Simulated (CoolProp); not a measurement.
The fluid at 299.45 K and 0.684 MPa flows at 1.2 m/s in a round tube of 4.6 mm bore and 0.25 µm roughness, fully developed (64/Re and Nu = 3.66 if laminar; Colebrook and Gnielinski if turbulent). The same conditions are run with several fluids, on thermodynamics alone (safety and materials aside).

The numbers come from the reference Helmholtz-energy equation of state of each fluid (CH2F2 (R32): Tillner-Roth 1997; R407C: Lemmon 2003; CF4 (R14): Platzer 1990; R410A: Lemmon 2003; normal hydrogen: Leachman 2009) in CoolProp. The equations of Platzer and Polt are older, rougher fits. Blends and air are pseudo-pure fits.

| fluid | Reynolds number | Darcy friction factor | pressure drop (Pa/m) | heat-transfer coefficient (W/(m² K)) | mass flow (kg/h) |
|---|---|---|---|---|---|
| CH2F2 (R32) | 6420 | 0.0349 | 85.5 | 72.2 | 1.12 |
| R407C | 11900 | 0.0296 | 124 | 115 | 1.92 |
| CF4 (R14) | 7770 | 0.0331 | 129 | 88.0 | 1.78 |
| R410A | 9230 | 0.0316 | 109 | 93.9 | 1.58 |
| normal hydrogen | 341 | 0.188 | 16.2 | 149 | 0.0396 |

Transport values come from each fluid's own correlations; those of CH2F2 (R32), CF4 (R14) are estimates that may be off by 10 % or more.
